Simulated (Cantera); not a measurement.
Charge: 1 mol SiC, 4.5 mol N2O, 5.6 mol H2, held at 1000 Pa.

Cantera equilibrium calculation (NASA polynomials, part measured and part estimated; ideal gas, pure solids and liquids). Candidate condensed phases: C, C6H6, C7H8, C8H18, H2O, Si, SiC, SiO2, Si2N2O, Si3N4; 151 gas species. The tables hold silica as quartz up to 1696 K and as liquid above; real silica turns to tridymite and cristobalite and melts near 1996 K. Equilibrium is a limit: real reactors are often held back by kinetics, nucleation or transport.

Task: Which condensed phases are stable at each of these points (T (K)): 900, 1050, 1200, 1350, 1500, 1650, 1800, 1950, 2100?

Result: 
```json
[
 {"T (K)": "900", "condensed phases": "SiO2(β-quartz)", "Si condensed (%)": "100.0"},
 {"T (K)": "1050", "condensed phases": "SiO2(β-quartz)", "Si condensed (%)": "100.0"},
 {"T (K)": "1200", "condensed phases": "SiO2(β-quartz)", "Si condensed (%)": "100.0"},
 {"T (K)": "1350", "condensed phases": "SiO2(β-quartz)", "Si condensed (%)": "100.0"},
 {"T (K)": "1500", "condensed phases": "SiO2(β-quartz)", "Si condensed (%)": "100.0"},
 {"T (K)": "1650", "condensed phases": "SiO2(β-quartz)", "Si condensed (%)": "100.0"},
 {"T (K)": "1800", "condensed phases": "SiO2(condensed)", "Si condensed (%)": "99.3"},
 {"T (K)": "1950", "condensed phases": "SiO2(condensed)", "Si condensed (%)": "90.3"},
 {"T (K)": "2100", "condensed phases": "SiO2(l)", "Si condensed (%)": "35.4"}
]
```

From 900 K to 1650 K the condensed part is SiO2(β-quartz). From 1800 K to 1950 K the condensed part is SiO2(condensed). At 2100 K the condensed part is SiO2(l).
